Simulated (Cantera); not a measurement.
A Cantera script and its output.

```python
import numpy as np
import cantera as ct

gas = ct.Solution("gri30.yaml")
gas.TPX = 1698, 1000000, {'CH4': 1, 'CO': 0.17, 'O2': 2.32, 'N2': 18.5}
reactor = ct.IdealGasConstPressureReactor(gas, energy="on", clone=False)
net = ct.ReactorNet([reactor])
net.rtol, net.atol = 1e-08, 1e-16
show = ['CH4', 'CO', 'O2', 'H2', 'C2H6']
times = np.geomspace(4e-06, 0.6, 13)

steps = ct.SolutionArray(gas, extra=["t"])
rows = []
print(f"{'t/s':>10s}{'T/K':>9s}{'P/Pa':>11s}" + "".join(f"{s:>11s}" for s in show))
for t in times:
    while net.time < t:
        t_next = net.step()
        steps.append(gas.state, t=t_next)
    rows.append([np.interp(t, steps.t, y) for y in (steps.T, steps.P, *steps(*show).X.T)])
    print(f"{t:10.3e}{rows[-1][0]:9.1f}{rows[-1][1]:11.4g}" + "".join(f"{x:11.3e}" for x in rows[-1][2:]))
rate = np.gradient(steps.T, steps.t)
print("integrator steps:", len(steps.t))
if steps.T.max() > steps.T[0] + 200:
    print(f"time of steepest temperature rise: {steps.t[rate.argmax()]:.4e} s")
gas.TPX = 1698, 1000000, {'CH4': 1, 'CO': 0.17, 'O2': 2.32, 'N2': 18.5}
gas.equilibrate("HP")
print(f"equilibrium (HP): T = {gas.T:.1f} K  " + "  ".join(f"{s} {gas[s].X[0]:.3e}" for s in show))
```

Result:

```
       t/s      T/K       P/Pa        CH4         CO         O2         H2       C2H6
 4.000e-06   1697.9      1e+06  4.542e-02  7.729e-03  1.055e-01  9.189e-06  5.746e-07
 1.080e-05   1698.0      1e+06  4.520e-02  7.728e-03  1.054e-01  4.457e-05  1.672e-05
 2.916e-05   1703.8      1e+06  4.334e-02  7.916e-03  1.043e-01  4.767e-04  3.144e-04
 7.872e-05   2524.7      1e+06  5.584e-16  1.319e-02  1.678e-02  3.895e-03  1.365e-29
 2.125e-04   2597.7      1e+06  1.785e-16  7.535e-03  1.361e-02  2.196e-03  6.315e-31
 5.738e-04   2595.2      1e+06  1.848e-16  7.572e-03  1.309e-02  2.211e-03  6.672e-31
 1.549e-03   2590.5      1e+06  1.979e-16  7.661e-03  1.215e-02  2.247e-03  7.462e-31
 4.183e-03   2586.0      1e+06  2.118e-16  7.754e-03  1.130e-02  2.285e-03  8.335e-31
 1.129e-02   2585.1      1e+06  2.148e-16  7.775e-03  1.113e-02  2.293e-03  8.535e-31
 3.049e-02   2585.1      1e+06  2.149e-16  7.775e-03  1.112e-02  2.293e-03  8.536e-31
 8.231e-02   2585.1      1e+06  2.149e-16  7.775e-03  1.112e-02  2.293e-03  8.536e-31
 2.222e-01   2585.1      1e+06  2.149e-16  7.775e-03  1.112e-02  2.293e-03  8.536e-31
 6.000e-01   2585.1      1e+06  2.149e-16  7.775e-03  1.112e-02  2.293e-03  8.536e-31
integrator steps: 1752
time of steepest temperature rise: 6.1805e-05 s
equilibrium (HP): T = 2585.1 K  CH4 2.808e-16  CO 7.775e-03  O2 1.112e-02  H2 2.293e-03  C2H6 1.267e-30
```

Cantera simulation using GRI-Mech 3.0 (53 species, 325 reactions); the numbers are that mechanism's predictions, not measurements.
